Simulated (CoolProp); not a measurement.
Isopentane at several states: fugacity coefficient from the reference equation and from simpler models built on Tc = 460.3 K, pc = 33.78 bar, ω = 0.227; each cubic takes its own stable root.

Model: reference Helmholtz-energy equation of state, Lemmon 2006, in CoolProp. It is a short technical equation, of lower accuracy than the large ones.

```csv
T (K),p (bar),phase,reference,van der Waals,Redlich-Kwong,Soave-Redlich-Kwong,Peng-Robinson
391.4,71.3,liquid,0.1567,0.2674,0.1891,…,0.1551
167.6,0.258,liquid,…,…,…,0.0003868,0.0004934
188.5,148,liquid,…,0.006516,5.638e-5,…,…
```

Fill in the missing entries.


- 391.4, Soave-Redlich-Kwong: 0.1641
- 167.6, reference: 0.0003947
- 167.6, van der Waals: 0.2956
- 167.6, Redlich-Kwong: 0.0009987
- 188.5, reference: 2.062e-5
- 188.5, Soave-Redlich-Kwong: 2.168e-5
- 188.5, Peng-Robinson: 2.293e-5
